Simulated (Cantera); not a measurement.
Premixed flame

A freely propagating, adiabatic, planar premixed flame of 24.7 % H₂, 15.8 % O₂, 59.5 % N₂, unburnt at 598 K and 1.50 bar; unity-Lewis-number transport, grid criteria slope 0.08 and curve 0.16, no radiation.

Computed with Cantera and the H2/O2 subset of GRI-Mech 3.0, which has no nitrogen chemistry. Unity Lewis numbers drop preferential diffusion, which matters most where H2 and H carry the flame. Burning velocities carry a grid error of a few per cent, more on coarse grids.

| z (mm) | T (K) | u (m/s) | x H₂ | x O₂ | x H | x H₂O | x OH | x HO₂ |
|---|---|---|---|---|---|---|---|---|
| -0.597 | 598 | 4.36 | 0.247 | 0.158 | <1e-8 | 1.08e-7 | <1e-8 | <1e-8 |
| -0.398 | 598 | 4.36 | 0.247 | 0.158 | <1e-8 | 3.90e-6 | <1e-8 | 1.71e-7 |
| -0.298 | 598 | 4.36 | 0.247 | 0.158 | <1e-8 | 2.26e-5 | <1e-8 | 9.80e-7 |
| -0.199 | 600 | 4.37 | 0.247 | 0.158 | 1.68e-8 | 0.000222 | <1e-8 | 9.41e-6 |
| -0.0994 | 657 | 4.77 | 0.240 | 0.155 | 6.26e-5 | 0.00741 | 2.99e-5 | 0.000228 |
| -0.0497 | 914 | 6.53 | 0.204 | 0.138 | 0.00423 | 0.0453 | 0.000740 | 0.000251 |
| 0 | 1333 | 9.26 | 0.108 | 0.0933 | 0.0301 | 0.134 | 0.00495 | 0.000114 |
| 0.0497 | 1606 | 10.9 | 0.0435 | 0.0596 | 0.0414 | 0.194 | 0.0118 | 5.92e-5 |
| 0.0994 | 1750 | 11.8 | 0.0305 | 0.0505 | 0.0341 | 0.212 | 0.0151 | 4.17e-5 |
| 0.199 | 1907 | 12.7 | 0.0253 | 0.0463 | 0.0226 | 0.225 | 0.0170 | 2.90e-5 |
| 0.398 | 2056 | 13.5 | 0.0198 | 0.0433 | 0.0129 | 0.239 | 0.0173 | 1.87e-5 |
| 0.796 | 2183 | 14.2 | 0.0136 | 0.0409 | 0.00623 | 0.252 | 0.0157 | 1.13e-5 |
| 1.59 | 2276 | 14.7 | 0.00810 | 0.0393 | 0.00256 | 0.263 | 0.0130 | 6.96e-6 |
x: mole fraction of selected species; z is measured from the peak of heat release.

The laminar burning velocity comes out as 436 cm/s and the thermal thickness is 0.199 mm. The peak x(H) is 0.0418 and the peak x(OH) is 0.0174. The peak x(HO₂) is 0.000317 and the grid points is 120.
